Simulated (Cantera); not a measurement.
A closed system holds: 1 mol B₂H₆, 11 mol N₂, 16 mol H₂, at 1525 K and 44.0 Pa.

Method: chemical equilibrium by Gibbs-energy minimisation in Cantera with the NASA 1993 tables (ideal gas, pure condensed phases). Candidate condensed phases: B, BN; 15 gas species. The feed counts by its element totals alone. Equilibrium is a limit: real reactors are often held back by kinetics, nucleation or transport.

**Question.** What is the equilibrium state?

**Answer.** x(H₂): 0.654
x(N₂): 0.345
x(H): 0.000912
n(BN(s)): 2.00 mol
gas amount: 29.01 mol
log10 activity of B(s) (absent): -2.08
